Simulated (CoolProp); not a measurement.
Carbon monoxide along the isobar 8.27 bar: density (kg/m³) from the reference equation and from simpler models built on Tc = 132.9 K, pc = 34.98 bar, ω = 0.050; each cubic takes its own stable root.

The numbers come from the reference Helmholtz-energy equation of state, Lemmon 2006 in CoolProp. It is a short technical equation, of lower accuracy than the large ones.

```csv
T (K),phase,reference,van der Waals,Redlich-Kwong,Soave-Redlich-Kwong,Peng-Robinson
86.9,liquid,771.6,527.5,770.9,767.9,868.1
91.4,liquid,750.6,512.7,746.0,744.2,841.9
95.8,liquid,728.9,496.9,719.7,718.9,814.0
100.3,liquid,705.1,33.04,690.2,690.5,782.3
104.8,liquid,679.2,30.95,657.4,658.7,746.7
109.3,gas,30.39,29.15,30.34,30.37,30.74
113.8,gas,28.45,27.59,28.46,28.49,28.82
118.2,gas,26.86,26.24,26.89,26.91,27.22
122.7,gas,25.46,25.01,25.50,25.51,25.79
127.2,gas,24.23,23.91,24.27,24.28,24.53
131.7,gas,23.14,22.91,23.18,23.19,23.41
136.2,gas,22.17,22.00,22.20,22.20,22.41
140.6,gas,21.30,21.18,21.34,21.33,21.52
145.1,gas,20.49,20.41,20.52,20.51,20.69
149.6,gas,19.75,19.70,19.78,19.76,19.93
154.1,gas,19.07,19.04,19.10,19.08,19.23
```

At some of these states van der Waals gives the other phase, because its saturation line lies elsewhere.
